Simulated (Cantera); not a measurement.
# Gas-phase reforming

An isothermal, constant-pressure homogeneous reactor starts with CH4 : H2O : N2 = 1 : 0.73 : 0.11 (molar parts), at 1748 K and 10.0 bar.

Cantera simulation using GRI-Mech 3.0 (53 species, 325 reactions); the numbers are that mechanism's predictions, not measurements. GRI-Mech 3.0 stops at C3 and has no aromatics, soot or wall deposition, so with more carbon than oxygen in the feed, carbon stays in small species such as C2H2 where larger ones or solid carbon would form.

| t (s) | x CH4 | x H2O | x C2H2 | x H | x C2H | x C2H6 |
|---|---|---|---|---|---|---|
| 2.00e-6 | 0.543 | 0.397 | 1.35e-8 | 9.19e-7 | <1e-12 | 5.73e-5 |
| 5.73e-6 | 0.541 | 0.397 | 7.12e-7 | 1.18e-6 | <1e-12 | 0.000498 |
| 1.64e-5 | 0.537 | 0.396 | 1.80e-5 | 1.75e-6 | 1.28e-11 | 0.00189 |
| 4.70e-5 | 0.521 | 0.394 | 0.000409 | 3.88e-6 | 3.79e-10 | 0.00442 |
| 0.000135 | 0.472 | 0.384 | 0.00657 | 9.83e-6 | 6.45e-9 | 0.00451 |
| 0.000385 | 0.376 | 0.358 | 0.0369 | 1.93e-5 | 3.12e-8 | 0.00207 |
| 0.00110 | 0.256 | 0.323 | 0.0797 | 3.05e-5 | 6.10e-8 | 0.000767 |
| 0.00316 | 0.151 | 0.289 | 0.109 | 4.11e-5 | 8.12e-8 | 0.000275 |
| 0.00906 | 0.100 | 0.256 | 0.114 | 4.85e-5 | 8.58e-8 | 0.000157 |
| 0.0259 | 0.0944 | 0.211 | 0.0950 | 5.11e-5 | 6.93e-8 | 0.000139 |
| 0.0743 | 0.0907 | 0.145 | 0.0660 | 5.37e-5 | 4.55e-8 | 0.000116 |
| 0.213 | 0.0802 | 0.0797 | 0.0388 | 5.65e-5 | 2.53e-8 | 8.26e-5 |
| 0.610 | 0.0661 | 0.0322 | 0.0213 | 5.87e-5 | 1.34e-8 | 5.24e-5 |
| 1.75 | 0.0555 | 0.00724 | 0.0134 | 5.99e-5 | 8.24e-9 | 3.55e-5 |
| 5.00 | 0.0520 | 0.000331 | 0.0114 | 6.03e-5 | 6.97e-9 | 3.08e-5 |
x: mole fraction; the columns are a selection and need not sum to one.

Equilibrium at this temperature and pressure: CH4 0.0472, H2O 5.00e-5, C2H2 0.00919, H 6.04e-5, C2H 5.61e-9, C2H6 2.52e-5 (gas phase only).
